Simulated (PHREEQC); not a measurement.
Nickel, zinc or cadmium bath: an equilibrium model

Dissolve 0.026 mol Ni(NO3)2, 0.078 mol H3BO3 and 0.26 mol HCl per kg of water at 20 °C. It is in equilibrium with CO2 at log p = -3.4 (atm). Otherwise closed; pH follows from the charge balance.

Model: ion-association model, wateq4f.dat, run in PHREEQC.

```json
{
  "pH": "0.69",
  "ionic_strength": "0.326 mol/kgw",
  "activity_of_water": "0.989",
  "total_alkalinity": "-260 meq/kg"
}
```

| species | molality | activity | log γ |
|---|---|---|---|
| H+ | 0.260 | 0.203 | -0.108 |
| Cl- | 0.253 | 0.172 | -0.170 |
| H3BO3 | 0.0780 | 0.0841 | 0.033 |
| NO3- | 0.0520 | 0.0340 | -0.185 |
| Ni+2 | 0.0209 | 0.00607 | -0.537 |
| NiCl+ | 0.00356 | 0.00262 | -0.134 |
| NiCl2 | 0.00151 | 0.00163 | 0.033 |

Precipitation was switched off in this run. Species that the database lacks are ignored.
